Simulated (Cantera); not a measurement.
An adiabatic, constant-volume homogeneous reactor starts with 7.80 % CH4, 1.48 % C2H6, 18.9 % O2, 71.8 % N2, equivalence ratio 1.1, at 1325 K and 10.0 bar.

Cantera simulation using GRI-Mech 3.0 (53 species, 325 reactions); the numbers are that mechanism's predictions, not measurements. Above 3000 K some thermodynamic fits are extrapolated.

### Question
Predict: time of steepest temperature rise; temperature at 8.00 s; equilibrium temperature; x(O2) at 8.00 s; x(H2) at 8.00 s; x(OH) at 8.00 s; x(CH2O) at 8.00 s.

### Answer
```
Property                                                             Value
---------------------------------  ---------------------------------------
time of steepest temperature rise                                 0.159 ms
temperature at 8.00 s                                               3071 K
equilibrium temperature                                             3071 K
x(O2) at 8.00 s                    0.00828 (gas-phase equilibrium 0.00828)
x(H2) at 8.00 s                      0.0202 (gas-phase equilibrium 0.0202)
x(OH) at 8.00 s                      0.0156 (gas-phase equilibrium 0.0156)
x(CH2O) at 8.00 s                  9.99e-9 (gas-phase equilibrium 9.99e-9)
```
